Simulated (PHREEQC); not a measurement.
Model water analysis in mg/kgw, 89 °C, pH 6.49, pe 10.4: Na 49.3; K 11.5; Ca 10.2; Mg 5.46; Cl 5.86; S(6) as SO4 71; Alkalinity as HCO3 107; Cu(2) 0.0299; N(5) as NO3 0.0425; Li 0.0137; B 0.389; Sr 7.61.

Cl is adjusted to close the charge balance.
Valence states are taken as typed.

Model: ion-association model, phreeqc.dat, run in PHREEQC.

This is a speciation only: nothing precipitates in the calculation.

Question: Estimate the ionic strength.

Answer: ionic strength 0.00449 mol/kgw.

Question: In which forms is S present?

Answer: SO4-2 88 %, MgSO4 7.0 %, CaSO4 2.8 %, SrSO4 1.1 %, NaSO4- 0.9 % of the S.

Complexes and solids missing from the database can't appear. Away from 25 °C the constants follow the database's enthalpies or fits; those with neither stay at their 25 °C values.
